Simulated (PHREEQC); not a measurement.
PHREEQC input (ion-association model, wateq4f.dat):

```
SOLUTION_SPECIES
  SO4-2 + 10H+ + 8e- = H2S + 4H2O  # shut off: sulfate is not reduced
    -log_k -100
    -delta_h 0
    -analytic -100
SOLUTION 1
  temp 37
  units mol/kgw
  pH 7 charge
  Cl 0.0046
  Cd 0.0012
  K 0.0022
  S(6) 0.00016
  Fe(2) 0.00016
SOLUTION 2
  temp 37
  units mol/kgw
  pH 7 charge
  Cl 0.24
  Fe(2) 0.12
END
SELECTED_OUTPUT 1
  -reset false
  -pH true
  -pe true
  -ionic_strength true
  -water true
  -totals Cd Cl Fe K S Fe(2) Fe(3) S(-2) S(6)
  -molalities H+ Cd+2 Cl- Fe+2 K+ SO4-2 Fe+3 FeOH+2 FeOH+ Fe(OH)3-
    FeSO4+ FeCl+2 FeCl2+ FeCl3 FeSO4 KSO4- HSO4- H2S HS- S-2
    O2 Fe(OH)2+ Fe(OH)3 Fe(OH)4- Fe(OH)2 FeHSO4+ OH- FeHSO4+2 CdCl+ CdCl2
    CdCl3- CdOH+ Cd(OH)2 Cd(OH)3- Cd(OH)4-2 Cd2OH+3 CdOHCl CdSO4 CdHS+ Cd(HS)2
    Cd(HS)3- Cd(HS)4-2 Fe(SO4)2- Fe2(OH)2+4 Fe3(OH)4+5 Fe(HS)2 Fe(HS)3- Cd(SO4)2-2 FeCl+
  -equilibrium_phases Cd(OH)2 CdOHCl Melanterite
PRINT
  -reset false
MIX 1
  1 1
  2 0
EQUILIBRIUM_PHASES 1
  Cd(OH)2 0 0
  CdOHCl 0 0
  Melanterite 0 0
END
# ... the last block is repeated for the other 10 points of share of solution B
```

Selected output (columns that matter, 11 of 11 rows; share of solution B added in front):

```
share of solution B	pH	mu	Cd	Cl	Fe	K	S	m_H+	m_Cd+2	m_Cl-	m_Fe+2	m_K+	m_SO4-2	m_FeSO4
0	6.2232	0.0057799	0.0012	0.0046	0.00016	0.0022	0.00016	6.4441e-07	0.00089919	0.004314	0.00015671	0.0021981	0.000136	2.4599e-06
0.1	5.6567	0.039822	0.00108	0.02814	0.012144	0.00198	0.000144	2.5621e-06	0.00045191	0.027245	0.011866	0.0019793	8.6203e-05	5.4317e-05
0.2	5.5473	0.074144	0.00096	0.05168	0.024128	0.00176	0.000128	3.3972e-06	0.0002972	0.050255	0.023386	0.0017596	6.7661e-05	5.894e-05
0.3	5.4845	0.10829	0.00084	0.07522	0.036112	0.00154	0.000112	4.0009e-06	0.00020956	0.07317	0.034738	0.0015397	5.515e-05	5.6144e-05
0.4	5.4405	0.14222	0.00072	0.09876	0.048096	0.00132	9.6e-05	4.4893e-06	0.00015087	0.095979	0.045947	0.0013198	4.5069e-05	5.0544e-05
0.5	5.4065	0.17594	0.0006	0.1223	0.06008	0.0011	8e-05	4.9063e-06	0.0001082	0.11869	0.057028	0.0010999	3.6263e-05	4.3521e-05
0.6	5.3789	0.20946	0.00048	0.14584	0.072064	0.00088	6.4e-05	5.2739e-06	7.5698e-05	0.14129	0.067992	0.00087994	2.8232e-05	3.565e-05
0.7	5.3556	0.24278	0.00036	0.16938	0.084048	0.00066	4.8e-05	5.6048e-06	5.0213e-05	0.16381	0.078849	0.00065997	2.0716e-05	2.7225e-05
0.8	5.3355	0.27592	0.00024	0.19292	0.096032	0.00044	3.2e-05	5.9072e-06	2.9857e-05	0.18624	0.089604	0.00043999	1.3564e-05	1.8412e-05
0.9	5.3177	0.30888	0.00012	0.21646	0.10802	0.00022	1.6e-05	6.1866e-06	1.3402e-05	0.20858	0.10026	0.00022	6.6797e-06	9.3138e-06
1	5.3019	0.34167	0	0.24	0.12	0	0	6.447e-06	0	0.23084	0.11083	0	0	0
```

Constants without temperature data keep their 25 °C values here.
